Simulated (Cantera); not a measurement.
Cantera run:

```python
import numpy as np
import cantera as ct

gas_names = """
    H H2 Si SiH SiH2 SiH3 SiH4 Si2 Si3
""".split()
cond_names = """
    Si(cr) Si(L)
""".split()


def load(file, names, dense=False):
    # The tables refer to 1 bar. Condensed volumes are neglected.
    table = {s.name: s for s in ct.Species.list_from_file(file)}
    out = []
    for n in names:
        d = dict(table[n].input_data)
        d["thermo"] = dict(d["thermo"], **{"reference-pressure": 1e5})
        if dense:
            d["equation-of-state"] = {"model": "constant-volume", "density": "1e6 g/cm^3"}
        out.append(ct.Species.from_dict(d))
    return out


gas = ct.Solution(thermo="ideal-gas", species=load("nasa_gas.yaml", gas_names))
cond = {s.name: ct.Solution(thermo="fixed-stoichiometry", species=[s], name=s.name)
        for s in load("nasa_condensed.yaml", cond_names, dense=True)}
atoms = {
    'Si': {'Si': 1},
    'H2': {'H': 2},
}
top_T = {}  # K; cautious upper limits of use, not melting points


def equilibrate(T, P, feed):
    n = {}
    for name, mol in feed.items():
        for a, k in atoms[name].items():
            n[a] = n.get(a, 0.0) + k * mol
    gas.TPX = T, P, n
    mass = sum(n.values()) * gas.mean_molecular_weight
    gas.equilibrate("TP")
    valid = [c for c in cond.values() if c.min_temp <= T <= top_T.get(c.name, c.max_temp)]
    mix = ct.Mixture([(gas, mass / gas.mean_molecular_weight)] + [(c, 0.0) for c in valid])
    mix.T, mix.P = T, P
    mix.equilibrate("TP", solver="vcs", rtol=1e-11, max_steps=5000)
    return mix


results = []
feed = {'Si': 1, 'H2': 2.4}  # mol
T = 575  # K
P = 13332.2  # Pa
mix = equilibrate(T, P, feed)
results.append((T, P, feed, dict(zip(mix.species_names, mix.species_moles))))
print(gas.report(threshold=1e-06))
for i in range(1, mix.n_phases):
    print(f"{mix.phase(i).name:16s} {mix.phase_moles(i):12.5e} mol")
```

Output:

```
       temperature   575 K
          pressure   13332 Pa
           density   0.005622 kg/m^3
  mean mol. weight   2.016 kg/kmol
   phase of matter   gas

                          1 kg             1 kmol
                     ---------------   ---------------
          enthalpy        4.0135e+06        8.0912e+06  J
   internal energy         1.642e+06        3.3104e+06  J
           entropy             82647        1.6662e+05  J/K
    Gibbs function       -4.3509e+07       -8.7713e+07  J
 heat capacity c_p             14513             29258  J/K
 heat capacity c_v             10389             20944  J/K

                      mass frac. Y      mole frac. X     chem. pot. / RT
                     ---------------   ---------------   ---------------
                H2                 1                 1           -18.347
     [   +8 minor]        9.7355e-08         6.111e-09

Si(cr)            1.00000e+00 mol
```

Method: chemical equilibrium by Gibbs-energy minimisation in Cantera with the NASA 1993 tables (ideal gas, pure condensed phases).
